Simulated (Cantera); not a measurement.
An isothermal, constant-pressure homogeneous reactor starts with H2 : O2 = 0.012 : 1 (molar parts), at 1325 K and 1.80 Torr. Integrator tolerance rtol = 1e-08.

Detailed kinetics in Cantera: the H2/O2 subset of GRI-Mech 3.0, which has no nitrogen chemistry. Radical loss at walls, strong at low pressure, is not modelled.

### Question
What does this change do: temperature 1325 to 1450 K?

### Answer
```csv
quantity,before,after
x(H2) at 6.00 s,3.07e-5 (gas-phase equilibrium 3.30e-8),3.68e-5 (gas-phase equilibrium 2.32e-7)
x(O2) at 6.00 s,0.982 (gas-phase equilibrium 0.988),0.980 (gas-phase equilibrium 0.988)
x(H) at 6.00 s,0.000182 (gas-phase equilibrium 6.11e-9),0.000200 (gas-phase equilibrium 9.37e-8)
x(HO2) at 6.00 s,8.65e-8 (gas-phase equilibrium 1.15e-8),6.13e-8 (gas-phase equilibrium 3.27e-8)
x(H2O2) at 6.00 s,2.57e-9 (gas-phase equilibrium 3.84e-11),1.52e-9 (gas-phase equilibrium 8.90e-11)
x(OH) at 6.00 s,0.000976 (gas-phase equilibrium 3.21e-5),0.00144 (gas-phase equilibrium 0.000115)
```
